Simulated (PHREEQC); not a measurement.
1 kg of water holding 0.21 mol NaCl, 0.0038 mol Na2SO4 and 0.05 mol KCl is evaporated at 60 °C; the solids stay in contact with the brine. CO2 from the air is kept out. Only these solids could form: Arcanite, Glaserite, Halite, Mirabilite, Misenite, Sylvite, Thenardite.

The series has 28 steps of water left (kg), from 1 to 0.005012.

The numbers come from PHREEQC with the Pitzer model, pitzer.dat.

Task: Which solids form, in which order, and at which step of the series does each first stand?

Result: Halite from water left = 0.03564 kg; Glaserite from water left = 0.01337 kg; Sylvite from water left = 0.01337 kg.

Complexes and solids missing from the database can't appear. Away from 25 °C the constants follow the database's enthalpies or fits; those with neither stay at their 25 °C values.
